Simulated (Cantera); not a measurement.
What does this Cantera script print?

```python
import numpy as np
import cantera as ct

gas = ct.Solution("gri30.yaml")
gas.TPX = 925, 1000000, {'CO': 0.0024, 'O2': 0.01, 'H2O': 0.00011, 'N2': 1, 'CH4': 0.0036}
inlet = ct.Reservoir(gas, clone=True)

reactor = ct.IdealGasConstPressureReactor(gas, energy="off", clone=False)
exhaust = ct.Reservoir(gas, clone=True)
tau = [14, 3.1, 0.66, 0.14, 0.031, 0.0067, 0.0014, 0.00031][0]
for a, b in ((inlet, reactor), (reactor, exhaust)):
    ct.MassFlowController(a, b, mdot=lambda t: reactor.mass / tau)
net = ct.ReactorNet([reactor])
show = ['CO', 'O2', 'H2O', 'CO2', 'HO2', 'N2O']

rows = []
print(f"{'tau/s':>10s}{'T/K':>9s}" + "".join(f"{s:>11s}" for s in show))
for tau in [14, 3.1, 0.66, 0.14, 0.031, 0.0067, 0.0014, 0.00031]:
    net.initial_time = 0.0
    net.advance(30 * tau)
    before = gas.X
    net.advance(40 * tau)
    drift = np.max(np.abs(gas.X - before) / (gas.X + 1e-9))
    rows.append([gas.T, *gas[show].X, drift])
    print(f"{tau:10.3e}{gas.T:9.1f}" + "".join(f"{x:11.3e}" for x in gas[show].X))
```

It prints:

```
     tau/s      T/K         CO         O2        H2O        CO2        HO2        N2O
 1.400e+01    925.0  1.481e-03  3.009e-03  6.483e-03  4.079e-03  1.055e-06  3.866e-08
 3.100e+00    925.0  2.510e-03  4.477e-03  5.493e-03  2.569e-03  1.899e-06  1.348e-08
 6.600e-01    925.0  3.100e-03  6.770e-03  3.461e-03  9.639e-04  2.932e-06  3.563e-09
 1.400e-01    925.0  2.521e-03  9.302e-03  6.977e-04  1.021e-04  2.176e-06  4.350e-10
 3.100e-02    925.0  2.362e-03  9.841e-03  1.083e-04  3.253e-09  3.134e-10  5.905e-14
 6.700e-03    925.0  2.362e-03  9.841e-03  1.083e-04  4.122e-10  1.032e-10  1.037e-14
 1.400e-03    925.0  2.362e-03  9.841e-03  1.083e-04  6.693e-11  2.773e-11  2.027e-15
 3.100e-04    925.0  2.362e-03  9.841e-03  1.083e-04  1.370e-11  6.619e-12  4.339e-16
```

Cantera simulation using GRI-Mech 3.0 (53 species, 325 reactions); the numbers are that mechanism's predictions, not measurements.
